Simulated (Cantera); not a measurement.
Input (Python, Cantera) and output of one run.

```python
import numpy as np
import cantera as ct

gas_names = """
    F F2 N NF NF2 NF3 N2 Si SiF SiF2 SiF3 SiF4 SiN Si2 Si2N Si3
""".split()
cond_names = """
    Si(cr) Si(L) Si3N4(a)
""".split()


# ... load() reads the species with a 1 bar reference pressure and builds the phases ...
atoms = {
    'Si': {'Si': 1},
    'NF3': {'N': 1, 'F': 3},
}
top_T = {'Si3N4(a)': 2400}  # K; cautious upper limits of use, not melting points


# ... equilibrate(T, P, feed) seeds the gas with the atoms and calls Mixture.equilibrate('TP', solver="vcs", rtol=1e-11, max_steps=5000) ...
results = []
feed = {'Si': 1, 'NF3': 6.7}  # mol
P = 90  # Pa
for T in [500, 600, 700, 800, 900, 1000, 1100, 1200, 1300, 1400, 1500, 1600, 1700]:
    mix = equilibrate(T, P, feed)
    results.append((T, P, feed, dict(zip(mix.species_names, mix.species_moles))))

top = {s: max(r[3][s] / sum(r[3][g] for g in gas_names) for r in results) for s in gas_names}
cols = sorted((s for s in top if top[s] > 0.001), key=lambda s: -top[s])[:6]
seen = [c for c in cond_names if any(r[3].get(c, 0) > 1e-12 for r in results)]
print("log10 of partial pressures in bar; condensed amounts in mol")
print(f"{'T/K':>10s}" + "".join(f"{s[:9]:>10s}" for s in cols + seen))
for T, P, feed, n in results:
    ng = sum(n[g] for g in gas_names)
    print(f"{T:10.4g}" + "".join(f"{np.log10(max(n[s] / ng * P / 1e5, 1e-99)):10.3f}" for s in cols)
          + "".join(f"{n.get(c, 0):10.4g}" for c in seen))
```

Result:

```
log10 of partial pressures in bar; condensed amounts in mol
       T/K         F       NF3        F2        N2      SiF4
       500    -7.794    -3.170    -5.070    -4.057    -3.896
       600    -5.710    -3.339    -3.715    -3.862    -3.961
       700    -4.489    -4.236    -3.294    -3.647    -4.119
       800    -3.759    -5.560    -3.358    -3.660    -4.182
       900    -3.333    -7.053    -3.696    -3.744    -4.269
      1000    -3.184    -8.822    -4.352    -3.810    -4.335
      1100    -3.156   -10.533    -5.079    -3.827    -4.352
      1200    -3.151   -12.009    -5.725    -3.830    -4.356
      1300    -3.150   -13.265    -6.278    -3.831    -4.356
      1400    -3.150   -14.343    -6.756    -3.831    -4.356
      1500    -3.150   -15.276    -7.170    -3.831    -4.356
      1600    -3.150   -16.093    -7.534    -3.831    -4.356
      1700    -3.150   -16.812    -7.856    -3.831    -4.356
```

Equilibrium computed with Cantera from the NASA thermochemical tables; the gas is ideal and each condensed phase is pure.
